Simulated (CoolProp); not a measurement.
A single-stage vapour-compression cycle with the fluid: evaporating at 280.15 K (dew point), condensing at 327.15 K (bubble point), superheat 5 K, subcooling 5 K, compressor efficiency 0.9, no pressure losses. The same conditions are run with several fluids, on thermodynamics alone (safety and materials aside).

The numbers come from the reference Helmholtz-energy equation of state of each fluid (R143a: Lemmon and Jacobsen 2000; R507A: Lemmon 2003; fluoroethane (R161): Wu 2012; cis-2-butene: Lemmon 2005; n-butane: Bücker 2006; n-perfluorobutane: Gao 2022) in CoolProp. Blends and air are pseudo-pure fits.

### Question
Rank R143a, R507A, fluoroethane (R161), cis-2-butene, n-butane, n-perfluorobutane by cooling COP, highest first.

### Answer
cis-2-butene (4.65), n-butane (4.51), fluoroethane (R161) (4.33), R143a (3.78), R507A (3.67), n-perfluorobutane (3.60)

```csv
fluid,pressure ratio,discharge temperature (K),refrigerating effect (kJ/kg),volumetric capacity (kJ/m³)
R143a,3.29,341.2,116,3790
R507A,3.34,339.2,95.7,3710
fluoroethane (R161),3.47,352.1,278,3450
cis-2-butene,4.33,339.3,323,914
n-butane,4.12,329.5,284,975
n-perfluorobutane,4.30,327.1,50.4,772
```

The compression ends wet for: n-perfluorobutane.
